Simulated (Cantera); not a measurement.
What does this Cantera script print?

```python
import numpy as np
import cantera as ct

gas_names = """
    H2S H2
""".split()
cond_names = """
    Mg(cr) Mg(L) MgS(s)
""".split()


# ... load() reads the species with a 1 bar reference pressure and builds the phases ...
species = {s.name: s for s in load("nasa_gas.yaml", gas_names) + load("nasa_condensed.yaml", cond_names)}
# Each term lists the table entries of one substance; the one whose range holds T is used.
reactions = {
    'Mg + H2S(g) = MgS + H2(g)':
        [(-1, ['Mg(cr)', 'Mg(L)']), (-1, ['H2S']), (1, ['MgS(s)']), (1, ['H2'])],
}


def pick(names, T):
    return next(species[n] for n in names if species[n].thermo.min_temp <= T <= species[n].thermo.max_temp)


results = []
for label, terms in reactions.items():
    print(label)
    print("     T/K   dH/kJ  dS/(J/K)   dG/kJ   log10 K")
    for T in [1023, 1123, 1223, 1323, 1423]:
        used = [(nu, pick(names, T)) for nu, names in terms]
        dH = sum(nu * s.thermo.h(T) for nu, s in used) / 1e6
        dS = sum(nu * s.thermo.s(T) for nu, s in used) / 1e3
        dG = dH - T * dS / 1e3
        logK = -dG * 1e6 / (ct.gas_constant * T * np.log(10))
        results.append((label, T, dH, dS, dG, logK, [s.name for _, s in used]))
        print(f"{T:8g} {dH:8.1f} {dS:8.1f} {dG:8.1f} {logK:8.2f}")
```

Output:

```
Mg + H2S(g) = MgS + H2(g)
     T/K   dH/kJ  dS/(J/K)   dG/kJ   log10 K
    1023   -326.4    -52.3   -272.9    13.93
    1123   -326.2    -52.1   -267.7    12.45
    1223   -326.1    -52.0   -262.4    11.21
    1323   -326.0    -51.9   -257.2    10.16
    1423   -325.9    -51.9   -252.1     9.25
```

Standard-state values (1 bar) from the NASA 1993 polynomials, evaluated with Cantera. Condensed species are held in their standard states even where they would react or evaporate.
